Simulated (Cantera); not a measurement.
**Diamond growth**

A diamond (100) surface in a fixed gas of H2 with x(CH4) = 0.01, x(H) = 0.0018, at 975 K, 9.00 Torr; coverages are run to steady state.

Cantera simulation using the Harris–Goodwin 1993 mechanism for the reconstructed diamond (100) surface; the numbers are that mechanism's predictions, not measurements.

```
x(CH3)   growth (µm/h)  θ c6HH  θ c6H*  θ c6*H   θ c6**    θ c6HM
-------  -------------  ------  ------  ------  -------  --------
1e-06          0.00455   0.621  0.0161   0.355  0.00789  0.000270
2.4e-06         0.0109   0.621  0.0161   0.354  0.00788  0.000648
5.6e-06         0.0255   0.620  0.0161   0.354  0.00787   0.00151
1.3e-05         0.0589   0.618  0.0160   0.353  0.00784   0.00349
3.2e-05          0.144   0.614  0.0159   0.351  0.00777   0.00853
7.5e-05          0.331   0.605  0.0157   0.345  0.00761    0.0197
0.00018          0.763   0.584  0.0151   0.333  0.00723    0.0453
0.00042           1.63   0.542  0.0140   0.308  0.00649    0.0968
0.001             3.23   0.464  0.0119   0.262  0.00514     0.192
```
θ: site fractions in the mechanism's names (c6HH fully hydrogenated, c6H* and c6*H radical sites, c6** diradical, c6HM methylated).
